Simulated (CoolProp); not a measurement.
Vapour-liquid equilibrium of carbon monoxide (1) + methane (2) at -161.25 °C; x and y are mole fractions of (1).

The numbers come from the multi-fluid Helmholtz-energy mixture model, Lemmon 2006 and Setzmann 1991; pair parameters Kunz 2012 in CoolProp.

```json
[
 {"x": "0.05", "bubble pressure, mixture model (MPa)": "0.1641", "bubble pressure, Raoult's law (MPa)": "0.1579", "y, mixture model": "0.389", "y, Raoult's law": "0.379"},
 {"x": "0.15", "bubble pressure, mixture model (MPa)": "0.2910", "bubble pressure, Raoult's law (MPa)": "0.2672", "y, mixture model": "0.678", "y, Raoult's law": "0.671"},
 {"x": "0.25", "bubble pressure, mixture model (MPa)": "0.4182", "bubble pressure, Raoult's law (MPa)": "0.3765", "y, mixture model": "0.793", "y, Raoult's law": "0.794"},
 {"x": "0.35", "bubble pressure, mixture model (MPa)": "0.5393", "bubble pressure, Raoult's law (MPa)": "0.4857", "y, mixture model": "0.852", "y, Raoult's law": "0.862"},
 {"x": "0.45", "bubble pressure, mixture model (MPa)": "0.6506", "bubble pressure, Raoult's law (MPa)": "0.5950", "y, mixture model": "0.889", "y, Raoult's law": "0.905"},
 {"x": "0.55", "bubble pressure, mixture model (MPa)": "0.7516", "bubble pressure, Raoult's law (MPa)": "0.7043", "y, mixture model": "0.914", "y, Raoult's law": "0.934"},
 {"x": "0.65", "bubble pressure, mixture model (MPa)": "…", "bubble pressure, Raoult's law (MPa)": "0.8135", "y, mixture model": "0.934", "y, Raoult's law": "0.956"},
 {"x": "0.75", "bubble pressure, mixture model (MPa)": "0.9353", "bubble pressure, Raoult's law (MPa)": "0.9228", "y, mixture model": "0.951", "y, Raoult's law": "0.972"},
 {"x": "0.85", "bubble pressure, mixture model (MPa)": "1.030", "bubble pressure, Raoult's law (MPa)": "1.032", "y, mixture model": "0.968", "y, Raoult's law": "0.985"},
 {"x": "0.95", "bubble pressure, mixture model (MPa)": "…", "bubble pressure, Raoult's law (MPa)": "1.141", "y, mixture model": "…", "y, Raoult's law": "0.995"}
]
```

Q: Complete the blanks.

A: 
- 0.65, bubble pressure, mixture model (MPa): 0.8449
- 0.95, bubble pressure, mixture model (MPa): 1.136
- 0.95, y, mixture model: 0.988

The largest gap from Raoult's law is +11.1 % in bubble pressure, at x = 0.25. No azeotrope shows between x = 0.05 and 0.95.

Pair parameters are fitted to limited data, so mixtures are less certain than the pure fluids. The gap from Raoult's law changes sign with composition, which may be real or a fault of the pair parameters; it wasn't checked against measurements.
